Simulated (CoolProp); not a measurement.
R124 along the isotherm 196.85 °C: Z from the reference equation and from simpler models built on Tc = 122.3 °C, pc = 36.24 bar, ω = 0.288; each cubic takes its own stable root.

The numbers come from the reference Helmholtz-energy equation of state, de Vries 1995 in CoolProp.

| p (bar) | phase | reference |
|---|---|---|
| 22.7 | gas | 0.8768 |
| 45.3 | supercritical | 0.7452 |
| 68 | supercritical | 0.6193 |
| 90.6 | supercritical | 0.5556 |
| 113 | supercritical | 0.5629 |
| 136 | supercritical | 0.6016 |
| 159 | supercritical | 0.6517 |
| 181 | supercritical | 0.7038 |
| 204 | supercritical | 0.7603 |
| 227 | supercritical | 0.8176 |
| 249 | supercritical | 0.8727 |
| 272 | supercritical | 0.9303 |
| 294 | supercritical | 0.9853 |
| 317 | supercritical | 1.043 |
| 340 | supercritical | 1.100 |
| 362 | supercritical | 1.154 |

Question: How far does each simpler model (van der Waals, Redlich-Kwong, Soave-Redlich-Kwong, Peng-Robinson) lie from the reference over these 16 states: mean and median of the absolute difference, and the worst?

Answer: 
- van der Waals: mean 18.2 %, median 22.0 %, worst +27.5 % at 196.85 °C and 362 bar
- Redlich-Kwong: mean 2.8 %, median 2.7 %, worst -5.9 % at 196.85 °C and 68 bar
- Soave-Redlich-Kwong: mean 7.5 %, median 7.1 %, worst +13.1 % at 196.85 °C and 113 bar
- Peng-Robinson: mean 2.8 %, median 2.7 %, worst +5.1 % at 196.85 °C and 90.6 bar
